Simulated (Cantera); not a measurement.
Charge: 1 mol Ta2O5, 2800 mol H2, 0.17 mol H2O, held at 1600 K and 0.190 bar.

Method: chemical equilibrium by Gibbs-energy minimisation in Cantera with the NASA 1993 tables (ideal gas, pure condensed phases). Candidate condensed phases: H2O, Ta, Ta2O5; 12 gas species. Mutual solubility and eutectic melting of coexisting phases are not modelled. Condensed phases not in the tables: N, O or C dissolved in the metal. Equilibrium is a limit: real reactors are often held back by kinetics, nucleation or transport.

Base state: H2 1.000, H2O 0.000199, H 0.000125 (mole fractions); condensed: Ta(s) + Ta2O5(s).

### Question
What changes in the equilibrium state with this change: temperature from 1600 K to 1550 K?

### Answer
```
species          before     after
-------------  --------  --------
H2                1.000     1.000
H2O            0.000199  0.000139
H              0.000125   7.22e-5
Ta(s), mol        0.155    0.0873
Ta2O5(s), mol     0.922     0.956
```

### Question
What changes in the equilibrium state with this change: Ta2O5 replaced by Cu2O?

### Answer
| species | before | after |
|---|---|---|
| H2 | 1.000 | 0.999 |
| H2O | 0.000199 | 0.000418 |
| Cu | 0 | 0.000209 |
| H | 0.000125 | 0.000125 |
| Ta(s), mol | 0.155 | 0 |
| Ta2O5(s), mol | 0.922 | 0 |
| Cu(l), mol | 0 | 1.41 |
Further candidate phases: Cu, CuO, Cu(OH)2, Cu2O.
